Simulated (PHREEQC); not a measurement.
Make-up at 20 °C: 0.91 mol/kgw NaBr, 0.285 mol/kgw SrCl2 and 0.5 mol/kgw LiCl. Closed to the air; pH follows from the charge balance.

Equilibrium calculation in PHREEQC: Pitzer model, pitzer.dat.

Question: The ionic strength comes out as 2.27 mol/kgw. What activity coefficients do Cl-, Na+, Li+, Br-, Sr+2 get?

Answer: Cl- 0.57, Na+ 0.90, Li+ 1.2, Br- 0.62, Sr+2 0.40. Single-ion values are on the MacInnes scale.

This is a speciation only: nothing precipitates in the calculation. Complexes and solids missing from the database can't appear.
